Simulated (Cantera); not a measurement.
A closed system holds: 1 mol CF₄, 0.29 mol HCl, equilibrated at 2773.15 K and 1.00 Torr.

Cantera equilibrium calculation (NASA polynomials, part measured and part estimated; ideal gas, pure solids and liquids). Candidate condensed phases: C, C₆H₆, C₇H₈, C₈H₁₈; 118 gas species. Kinetics and transport are ignored.

Base state: F 0.774, Cl 0.0670, HF 0.0656, CF 0.0536, C₃ 0.0170, CF₂ 0.0161, C 0.00367, C₂ 0.00165 (mole fractions); condensed: C(graphite).

### Question
What changes in the equilibrium state with this change: temperature from 2773.15 K to 2275 K?

### Answer
```
species             before    after
----------------  --------  -------
F                    0.774    0.546
CF₂                 0.0161    0.254
HF                  0.0656   0.0877
CF                  0.0536  0.00830
CF₄                3.00e-7   0.0128
C₃                  0.0170  7.86e-6
Cl                  0.0670   0.0877
C₅                0.000148  7.99e-9
C₄                 2.85e-5  1.81e-9
C(graphite), mol     0.445   0.0811
```
Gases not in the tables: C₂F₆ and larger saturated fluorocarbons.
